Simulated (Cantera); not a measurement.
Feed: 1 mol CaO, 3.9 mol HBr, 1.1 mol N₂, held at 100 Torr.

These are equilibrium values from Cantera (NASA tables, ideal gas, pure condensed phases), not measurements of a reactor. Candidate condensed phases: Br₂, Ca, CaBr₂, CaO, Ca(OH)₂, H₂O; 34 gas species. Kinetics and transport are ignored. All values below are at 802 °C.

Base state: HBr 0.473, N₂ 0.275, H₂O 0.250, H₂ 0.000698, Br 0.000678, Br₂ 0.000359, CaBr₂ 2.76e-5 (mole fractions); condensed: CaBr₂(l).

**Question.** What changes in the equilibrium state with this change: CaO replaced by SiO₂?

**Answer.** 
```csv
species,before,after
HBr,0.473,0.777
N₂,0.275,0.220
H₂,0.000698,0.00108
H₂O,0.250,4.99e-5
SiBr₄,0,2.49e-5
CaBr₂,2.76e-5,0
Br₂,0.000359,0.000628
Br,0.000678,0.000896
"CaBr₂(l), mol",1.000,0
"SiO₂(β-quartz), mol",0,1.000
```
Further candidate phases: Si, SiO₂, Si₂N₂O, Si₃N₄.
